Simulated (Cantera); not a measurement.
A freely propagating, adiabatic, planar premixed flame of CH₄ : O₂ : N₂ = 1 : 2.9 : 14.2 (molar parts), equivalence ratio 0.69, unburnt at 423 K and 0.178 atm; mixture-averaged transport, grid criteria slope 0.08 and curve 0.16, no radiation.

Cantera simulation using GRI-Mech 3.0 (53 species, 325 reactions); the numbers are that mechanism's predictions, not measurements. Burning velocities carry a grid error of a few per cent, more on coarse grids.

Q: What does this change do: 0.67 parts H2O added?

A: 
```csv
quantity,before,after
laminar burning velocity,38.0 cm/s,31.8 cm/s
thermal thickness,3.00 mm,3.43 mm
peak x(CH₂),7.26e-6,6.00e-6
```
